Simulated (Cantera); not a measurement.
A Cantera script and its output.

```python
import numpy as np
import cantera as ct

surf = ct.Interface("ptcombust.yaml", "Pt_surf")
gas = surf.adjacent["gas"]
gas.TPX = 300, 44000, {'CH4': 0.011, 'O2': 0.082, 'N2': 0.79}
jet = ct.ImpingingJet(gas=gas, width=0.025, surface=surf)
jet.inlet.mdot, jet.inlet.T, jet.inlet.X = 0.026, 300, {'CH4': 0.011, 'O2': 0.082, 'N2': 0.79}
jet.set_refine_criteria(ratio=10, slope=0.2, curve=0.3)
show, cover = ['CH4', 'O2', 'H2O', 'OH', 'CO', 'CO2'], ["PT(S)", "H(S)", "O(S)", "OH(S)", "CO(S)", "C(S)"]

rows = []
print(f"{'Ts/K':>7s}" + "".join(f"{s:>11s}" for s in show + cover) + "   (gas at the wall, coverages)")
for i, Ts in enumerate([850, 900, 950, 1000, 1050, 1100]):
    jet.surface.T = Ts
    if i == 0:
        surf.TP = Ts, 44000
        surf.coverages = "PT(S):0.5, O(S):0.5"
        surf.advance_coverages(1.0)
        jet.set_initial_guess(products="inlet")
    jet.solve(loglevel=0, auto=(i == 0))
    rows.append([*(jet.X[gas.species_index(s), -1] for s in show), *surf[cover].coverages])
    print(f"{Ts:7g}" + "".join(f"{x:11.3e}" for x in rows[-1]))
```

It prints:

```
   Ts/K        CH4         O2        H2O         OH         CO        CO2      PT(S)       H(S)       O(S)      OH(S)      CO(S)       C(S)   (gas at the wall, coverages)
    850  8.622e-03  8.473e-02  7.178e-03  3.416e-09  1.954e-06  4.661e-03  9.246e-02  1.952e-08  9.062e-01  1.353e-03  6.896e-06  1.760e-08
    900  5.790e-03  7.874e-02  1.244e-02  1.329e-08  1.860e-06  8.095e-03  1.421e-01  6.946e-08  8.562e-01  1.713e-03  5.611e-06  1.995e-08
    950  3.652e-03  7.423e-02  1.638e-02  3.977e-08  1.613e-06  1.068e-02  1.990e-01  1.824e-07  7.991e-01  1.834e-03  3.826e-06  1.830e-08
   1000  2.350e-03  7.150e-02  1.875e-02  1.040e-07  1.387e-06  1.224e-02  2.598e-01  3.926e-07  7.384e-01  1.793e-03  2.465e-06  1.540e-08
   1050  1.591e-03  6.992e-02  2.010e-02  2.442e-07  1.231e-06  1.313e-02  3.221e-01  7.422e-07  6.763e-01  1.674e-03  1.598e-06  1.271e-08
   1100  1.029e-03  6.897e-02  2.095e-02  5.453e-07  1.715e-06  1.357e-02  3.843e-01  1.285e-06  6.141e-01  1.526e-03  1.062e-06  9.579e-09
```

Detailed kinetics in Cantera: Deutschmann's 1995 Pt surface mechanism with GRI-Mech 3.0 gas chemistry. Catalytic surfaces can have several steady states; this one follows from the mechanism file's or the stated starting coverage.
